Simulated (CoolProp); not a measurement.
A single-stage vapour-compression cycle with R142b: evaporating at 246.15 K (dew point), condensing at 304.15 K (bubble point), superheat 5 K, subcooling 0 K, compressor efficiency 0.9, no pressure losses. Each further row changes one setting.

Values from CoolProp's reference Helmholtz-energy equation of state, Lemmon 2006. It is a short technical equation, of lower accuracy than the large ones.

```tsv
case	cooling COP	pressure ratio	discharge temperature (K)	refrigerating effect (kJ/kg)	volumetric capacity (kJ/m³)
as stated	3.03	8.77	324.9	164	372
evaporating temperature 251.15 K	3.46	6.94	322.5	167	472
condensing temperature 299.15 K	3.41	7.55	319.4	170	387
subcooling 5 K	3.16	8.77	324.9	170	387
superheat 15 K	3.05	8.77	335.4	172	373
compressor efficiency 0.8	2.70	8.77	332.0	164	372
```
